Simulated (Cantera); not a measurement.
What does this Cantera script print?

```python
import numpy as np
import cantera as ct

gas_names = [...]  # 114 gases of nasa_gas.yaml made of C, Fe, H, O
cond_names = """
    C(gr) C6H6(L) C7H8(L) C8H18(L),n-octa Fe(a) Fe(c) Fe(d) Fe(L) FeC5O5(L) FeO(s) FeO(L) Fe(OH)2(s)
    Fe(OH)3(s) Fe2O3(s) Fe3O4(s) H2O(s) H2O(L)
""".split()


# ... load() reads the species with a 1 bar reference pressure and builds the phases ...
atoms = {
    'Fe3O4': {'Fe': 3, 'O': 4},
    'C': {'C': 1},
    'H2': {'H': 2},
}
top_T = {'C(gr)': 4500, 'Fe2O3(s)': 1830, 'Fe3O4(s)': 1870}  # K; cautious upper limits of use, not melting points


# ... equilibrate(T, P, feed) seeds the gas with the atoms and calls Mixture.equilibrate('TP', solver="vcs", rtol=1e-11, max_steps=5000) ...
results = []
feed = {'Fe3O4': 1, 'C': 4.1, 'H2': 0.34}  # mol
P = 133.322  # Pa
for T in [998, 1098, 1198, 1298, 1398, 1498, 1598, 1698, 1798, 1898, 1998, 2098, 2198, 2298]:
    mix = equilibrate(T, P, feed)
    results.append((T, P, feed, dict(zip(mix.species_names, mix.species_moles))))

top = {s: max(r[3][s] / sum(r[3][g] for g in gas_names) for r in results) for s in gas_names}
cols = sorted((s for s in top if top[s] > 0.001), key=lambda s: -top[s])[:8]
seen = [c for c in cond_names if any(r[3].get(c, 0) > 1e-12 for r in results)]
print("log10 of partial pressures in bar; condensed amounts in mol")
print(f"{'T/K':>10s}" + "".join(f"{s[:9]:>10s}" for s in cols + seen))
for T, P, feed, n in results:
    ng = sum(n[g] for g in gas_names)
    print(f"{T:10.4g}" + "".join(f"{np.log10(max(n[s] / ng * P / 1e5, 1e-99)):10.3f}" for s in cols)
          + "".join(f"{n.get(c, 0):10.4g}" for c in seen))
```

Output:

```
log10 of partial pressures in bar; condensed amounts in mol
       T/K        CO        Fe        H2         H     C(gr)     Fe(a)     Fe(c)     Fe(d)     Fe(L)
       998    -2.911   -13.870    -3.981   -10.658    0.1031         3         0         0         0
      1098    -2.911   -11.934    -3.981    -9.597    0.1005         3         0         0         0
      1198    -2.911   -10.334    -3.981    -8.712    0.1001         0         3         0         0
      1298    -2.911    -8.987    -3.981    -7.961       0.1         0         3         0         0
      1398    -2.911    -7.836    -3.981    -7.316       0.1         0         3         0         0
      1498    -2.911    -6.842    -3.982    -6.756       0.1         0         3         0         0
      1598    -2.911    -5.976    -3.983    -6.265   0.09998         0     2.997         0         0
      1698    -2.913    -5.215    -3.986    -5.833   0.09995         0         0      2.98         0
      1798    -2.921    -4.543    -3.999    -5.453   0.09989         0         0     2.905         0
      1898    -2.949    -3.964    -4.037    -5.125   0.09975         0         0         0     2.614
      1998    -3.049    -3.448    -4.160    -4.875   0.09953         0         0         0     1.405
      2098    -3.142    -3.267    -4.299    -4.661   0.09919         0         0         0         0
      2198    -3.145    -3.270    -4.370    -4.439   0.09871         0         0         0         0
      2298    -3.148    -3.273    -4.483    -4.260   0.09796         0         0         0         0
```

These are equilibrium values from Cantera (NASA tables, ideal gas, pure condensed phases), not measurements of a reactor. Iron dissolves carbon and melts from about 1420 K in contact with it, which pure phases cannot show. Condensed phases not in the tables: cementite and carbon dissolved in iron.
